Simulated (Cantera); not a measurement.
Feed: 1 mol SiH4, 0.48 mol N2, 4.4 mol H2, 3.7 mol NH3, at 1598.15 K.

Cantera equilibrium calculation (NASA polynomials, part measured and part estimated; ideal gas, pure solids and liquids). Candidate condensed phases: Si, Si3N4; 18 gas species. Kinetics and transport are ignored.

Q: At 5.00 Pa, list the 5 most abundant gas species with their mole fractions, and the condensed phases.

A: H2 0.829, N2 0.162, H 0.00686, Si 0.00188, SiH 2.65e-5. Condensed: Si(s).
